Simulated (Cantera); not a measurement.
# Equilibrium for thermal oxidation and active oxidation of silicon: Si + N2O + H2

A closed system holds: 1 mol Si, 0.014 mol N2O, 90 mol H2, held at 902 °C and 1.00 bar.

These are equilibrium values from Cantera (NASA tables, ideal gas, pure condensed phases), not measurements of a reactor. Candidate condensed phases: H2O, Si, SiO2, Si2N2O, Si3N4; 35 gas species. Mutual solubility and eutectic melting of coexisting phases are not modelled. Equilibrium is a limit: real reactors are often held back by kinetics, nucleation or transport.

The x(H2) is 1.000, the n(Si(s)) is 0.972 mol and the n(Si2N2O(s)) is 0.0140 mol. The gas amount is 90.00 mol.
